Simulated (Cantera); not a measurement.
An isothermal, constant-pressure homogeneous reactor starts with 48.2 % H₂, 32.2 % O₂, 19.6 % N₂, at 1225 K and 0.890 bar.

Computed with Cantera and the H2/O2 subset of GRI-Mech 3.0, which has no nitrogen chemistry. The temperature is held fixed by assumption; the heat of reaction is taken as removed at once.

One state of this run: x H₂ = 4.41e-8; x O₂ = 0.106; x O = 1.46e-8; x OH = 9.16e-6; x HO₂ = 2.58e-8. x: mole fraction; the columns are a selection and need not sum to one.

Q: Which value of t (s) does it belong to?
A. 0.000184
B. 4.00
C. 0.00113
D. 0.00281

A: B, 4.00
